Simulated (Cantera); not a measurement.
An isothermal plug-flow reactor at 700 K and 500000 Pa (inlet), inlet velocity 1 m/s, active area per volume 1300 1/m; feed CO : O₂ : N₂ : H₂O = 0.0068 : 0.12 : 0.79 : 0.015 (molar parts), equivalence ratio 0.028.

Detailed kinetics in Cantera: Deutschmann's 1995 Pt surface mechanism with GRI-Mech 3.0 gas chemistry. Catalytic surfaces can have several steady states; this one follows from the mechanism file's or the stated starting coverage. Mass transfer to the wall is taken as infinitely fast.

Predict: x(CO) at z = 0.0078 m; x(O₂) at z = 0.0078 m; x(H₂O) at z = 0.0078 m; x(CO₂) at z = 0.0078 m; θ(free Pt) at the exit; θ(O*) at the exit; θ(OH*) at the exit; θ(CO*) at the exit.


```
Quantity                 Result
----------------------  -------
x(CO) at z = 0.0078 m   0.00592
x(O₂) at z = 0.0078 m     0.128
x(H₂O) at z = 0.0078 m   0.0161
x(CO₂) at z = 0.0078 m  0.00138
θ(free Pt) at the exit  0.00646
θ(O*) at the exit         0.987
θ(OH*) at the exit      0.00443
θ(CO*) at the exit      0.00165
```
